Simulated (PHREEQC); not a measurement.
Dissolve 72 mmol/kgw NiCl2, 1.2 mmol/kgw NaCl and 45 mmol/kgw FeSO4 at 25 °C. Closed to the air; pH follows from the charge balance.

Equilibrium calculation in PHREEQC: ion-association model, wateq4f.dat.

No solid was allowed to form.

Question: What pH does the model give?

Answer: pH 5.73.

Question: In which forms is Fe present?

Answer: Fe+2 76 %, FeSO4 20 %, FeCl+ 4.0 % of the Fe.
